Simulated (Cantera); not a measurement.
SiH4 + N2O (silicon oxide and oxynitride deposition)

Input: 1 mol SiH4, 46 mol N2O, at 0.100 bar.

Cantera equilibrium calculation (NASA polynomials, part measured and part estimated; ideal gas, pure solids and liquids). Candidate condensed phases: H2O, Si, SiO2, Si2N2O, Si3N4; 35 gas species. The tables hold silica as quartz up to 1696 K and as liquid above; real silica turns to tridymite and cristobalite and melts near 1996 K. Equilibrium is a limit: real reactors are often held back by kinetics, nucleation or transport.

At 502 °C the condensed part is SiO2(α-quartz). From 602 °C to 1402 °C the condensed part is SiO2(β-quartz). From 1502 °C to 1702 °C the condensed part is SiO2(condensed). At 1802 °C the condensed part is SiO2(l).

```
T (°C)   x N2   x O2   x H2O      x NO      x OH  n SiO2(α-quartz)  n SiO2(β-quartz)  n SiO2(condensed)  n SiO2(l)
------  -----  -----  ------  --------  --------  ----------------  ----------------  -----------------  ---------
502     0.667  0.304  0.0290   1.42e-6  4.17e-10              1.00                 0                  0          0
602     0.667  0.304  0.0290   7.20e-6   7.41e-9                 0              1.00                  0          0
702     0.667  0.304  0.0290   2.61e-5   7.32e-8                 0              1.00                  0          0
802     0.667  0.304  0.0290   7.46e-5   4.72e-7                 0              1.00                  0          0
902     0.667  0.304  0.0290  0.000178   2.22e-6                 0              1.00                  0          0
1002    0.666  0.304  0.0290  0.000371   8.21e-6                 0              1.00                  0          0
1102    0.666  0.304  0.0290  0.000695   2.51e-5                 0              1.00                  0          0
1202    0.666  0.304  0.0290   0.00119   6.58e-5                 0              1.00                  0          0
1302    0.666  0.303  0.0289   0.00192  0.000153                 0              1.00                  0          0
1402    0.665  0.303  0.0288   0.00291  0.000320                 0              1.00                  0          0
1502    0.664  0.302  0.0287   0.00420  0.000617                 0                 0              1.000          0
1602    0.663  0.301  0.0284   0.00583   0.00110                 0                 0              1.000          0
1702    0.662  0.299  0.0280   0.00782   0.00186                 0                 0              1.000          0
1802    0.660  0.297  0.0273    0.0102   0.00296                 0                 0                  0      0.999
```
x: gas mole fraction; n: condensed amount in mol.
